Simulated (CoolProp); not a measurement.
Properties of sulfur hexafluoride along the isobar 6.71 MPa (Tc = 318.7 K, pc = 3.755 MPa, ω = 0.210).

The numbers come from the reference Helmholtz-energy equation of state, Guder 2009 in CoolProp.

```tsv
T (K)	phase	density (kg/m³)	Joule-Thomson coefficient (K/MPa)	isothermal compressibility (1/MPa)	conductivity (mW/(m K))
314.9	liquid	1323	0.8288	0.02559	54.2
336.9	supercritical	1042	2.763	0.1043	45.5
358.9	supercritical	657.8	5.851	0.2622	35.0
380.8	supercritical	482.7	5.353	0.2230	30.3
402.8	supercritical	400.5	4.435	0.1962	29.2
424.8	supercritical	350.2	3.712	0.1812	29.5
446.8	supercritical	314.9	3.159	0.1718	30.4
468.8	supercritical	288.1	2.728	0.1655	31.7
490.8	supercritical	266.8	2.383	0.1609	33.1
512.8	supercritical	249.3	2.100	0.1575	34.8
534.8	supercritical	234.5	1.864	0.1549	36.5
556.7	supercritical	221.8	1.664	0.1529	38.2
578.7	supercritical	210.6	1.492	0.1512	39.8
600.7	supercritical	200.8	1.342	0.1499	41.4
622.7	supercritical	192.0	1.211	0.1488	43.0
```

Thermal conductivity comes from a separate model (Assael 2012).
